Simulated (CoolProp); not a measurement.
Properties of C2F6 (R116) at several states.

Computed with CoolProp (reference Helmholtz-energy equation of state, Lemmon 2006). It is a short technical equation, of lower accuracy than the large ones.

```csv
T (°C),p (MPa),phase,Z,isothermal compressibility (1/MPa),expansivity (1/kK),viscosity (µPa s),Prandtl number,fugacity coefficient
-61.55,0.187,gas,(withheld),5.743,(withheld),9.88,0.755,0.9396
111.85,0.0172,gas,0.9993,58.18,2.605,17.9,(withheld),0.9993
66.55,0.0192,gas,0.9987,52.15,2.957,16.0,(withheld),0.9987
```

**Question.** Complete the blanks.

**Answer.** 
- -61.55, Z: 0.9356
- -61.55, expansivity (1/kK): 5.911
- 111.85, Prandtl number: 0.741
- 66.55, Prandtl number: 0.740

Viscosity comes from a separate model (Huber 2003), an estimate that may be off by 10 % or more. Thermal conductivity comes from a separate model (Huber 2003), an estimate that may be off by 10 % or more.
